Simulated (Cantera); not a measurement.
Cantera run:

```python
import numpy as np
import cantera as ct

gas_names = """
    F F2 H HF H2 H2F2 H3F3 H4F4 H5F5 H6F6 H7F7 N NF NF2 NF3 NH NH2 NH3 N2 N2H2 N2H4 Si SiF SiF2 SiF3
    SiF4 SiH SiHF3 SiH2 SiH2F2 SiH3 SiH3F SiH4 SiN Si2 Si2N Si3
""".split()
cond_names = """
    Si(cr) Si(L) Si3N4(a)
""".split()


# ... load() reads the species with a 1 bar reference pressure and builds the phases ...
atoms = {
    'SiF4': {'Si': 1, 'F': 4},
    'NH3': {'N': 1, 'H': 3},
}
top_T = {'Si3N4(a)': 2400}  # K; cautious upper limits of use, not melting points


# ... equilibrate(T, P, feed) seeds the gas with the atoms and calls Mixture.equilibrate('TP', solver="vcs", rtol=1e-11, max_steps=5000) ...
results = []
T = 848.15  # K
P = 89  # Pa
for m in [0.18, 0.37, 0.55, 0.74, 0.92, 1.1, 1.3, 1.5, 1.7, 1.9, 2, 2.2]:
    feed = {'SiF4': 1, 'NH3': m}  # mol
    mix = equilibrate(T, P, feed)
    results.append((T, P, feed, dict(zip(mix.species_names, mix.species_moles))))

top = {s: max(r[3][s] / sum(r[3][g] for g in gas_names) for r in results) for s in gas_names}
cols = sorted((s for s in top if top[s] > 1e-05), key=lambda s: -top[s])[:8]
seen = [c for c in cond_names if any(r[3].get(c, 0) > 1e-12 for r in results)]
print("log10 of partial pressures in bar; condensed amounts in mol")
print(f"{'n(NH3)':>10s}" + "".join(f"{s[:9]:>10s}" for s in cols + seen))
for T, P, feed, n in results:
    ng = sum(n[g] for g in gas_names)
    print(f"{feed['NH3']:10.4g}" + "".join(f"{np.log10(max(n[s] / ng * P / 1e5, 1e-99)):10.3f}" for s in cols)
          + "".join(f"{n.get(c, 0):10.4g}" for c in seen))
```

Result:

```
log10 of partial pressures in bar; condensed amounts in mol
    n(NH3)      SiF4        H2        N2        HF     SiHF3  Si3N4(a)
      0.18    -3.184    -3.753    -4.230    -6.881    -7.000 3.526e-06
      0.37    -3.291    -3.547    -4.024    -6.771    -7.012 1.129e-05
      0.55    -3.373    -3.457    -3.934    -6.731    -7.043 1.825e-05
      0.74    -3.445    -3.400    -3.877    -6.711    -7.078 2.527e-05
      0.92    -3.504    -3.364    -3.841    -6.702    -7.110 3.169e-05
       1.1    -3.556    -3.338    -3.815    -6.698    -7.141  3.79e-05
       1.3    -3.607    -3.317    -3.794    -6.696    -7.172 4.461e-05
       1.5    -3.653    -3.301    -3.778    -6.697    -7.201 5.115e-05
       1.7    -3.694    -3.288    -3.765    -6.699    -7.227 5.753e-05
       1.9    -3.732    -3.277    -3.754    -6.701    -7.252 6.378e-05
         2    -3.750    -3.273    -3.750    -6.702    -7.264 6.686e-05
       2.2    -3.783    -3.265    -3.742    -6.705    -7.286 7.292e-05
```

These are equilibrium values from Cantera (NASA tables, ideal gas, pure condensed phases), not measurements of a reactor.
